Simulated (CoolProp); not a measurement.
A single-stage vapour-compression cycle with the fluid: evaporating at 292.15 K (dew point), condensing at 315.15 K (bubble point), superheat 0 K, subcooling 0 K, compressor efficiency 0.8, no pressure losses. The same conditions are run with several fluids, on thermodynamics alone (safety and materials aside).

Model: reference Helmholtz-energy equation of state of each fluid (R227EA: Lemmon 2016; R141b: Lemmon 2006; isobutane: Bücker 2006; R123: Younglove 1994; n-perfluoropentane: Gao 2022; n-pentane: Thol 2019), in CoolProp.

```tsv
fluid	cooling COP	pressure ratio	discharge temperature (K)	refrigerating effect (kJ/kg)	volumetric capacity (kJ/m³)
R227EA	8.44	1.97	315.1	87.3	2620
R141b	9.47	2.27	321.9	202	626
isobutane	9.00	1.91	315.3	278	2140
R123	9.35	2.27	318.2	150	712
n-perfluoropentane	8.52	2.31	315.2	69.3	586
n-pentane	9.30	2.27	315.2	317	527
```

The compression ends wet for: R227EA; n-perfluoropentane; n-pentane.
